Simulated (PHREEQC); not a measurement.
A solution holds 9.7 mmol/kgw HF, 0.45 mmol/kgw KF and 0.75 mmol/kgw H4SiO4, at 25 °C. Closed to the air; pH follows from the charge balance.

Computed with PHREEQC (ion-association model, phreeqc.dat).

```
quantity                   before    after
------------------------  -------  -------
pH                           2.64     2.68
ionic strength (mol/kgw)  0.00361  0.00281
HF (mol/kgw)              0.00428  0.00683
HF2- (mol/kgw)            2.21e-5  6.03e-5
H4SiO4 (mol/kgw)          3.60e-6  3.87e-8
SI of Quartz (SiO2)         -1.46    -3.43
```

**Question.** Name the change that produced these shifts.
A) diluted 2-fold with water
B) HF left out
C) KF replaced by (NH4)2SiF6 at the same molality
D) H4SiO4 from 0.00075 to 0.00015 mol/kgw
E) HF from 0.0097 to 0.0194 mol/kgw

**Answer.** D, H4SiO4 from 0.00075 to 0.00015 mol/kgw

Precipitation was switched off in this run. SiF6-2 is the database's only silicon fluoride.
